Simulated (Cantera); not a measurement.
Input: 1 mol SO2, 0.11 mol H2O, 2.1 mol O2, at 1573.15 K and 190000 Pa.

Cantera equilibrium calculation (NASA polynomials, part measured and part estimated; ideal gas, pure solids and liquids). Candidate condensed phases: H2O, H2SO4, S; 19 gas species. Rates play no part.

Base state: O2 0.653, SO2 0.304, H2O 0.0344, SO3 0.00887, OH 9.52e-5 (mole fractions); condensed: gas only.

**Question.** What changes in the equilibrium state with this change: temperature from 1573.15 K to 1498.15 K?

**Answer.** 
```json
[
 {"species": "O2", "before": "0.653", "after": "0.652"},
 {"species": "SO2", "before": "0.304", "after": "0.301"},
 {"species": "H2O", "before": "0.0344", "after": "0.0345"},
 {"species": "SO3", "before": "0.00887", "after": "0.0126"},
 {"species": "OH", "before": "9.52e-5", "after": "5.11e-5"}
]
```
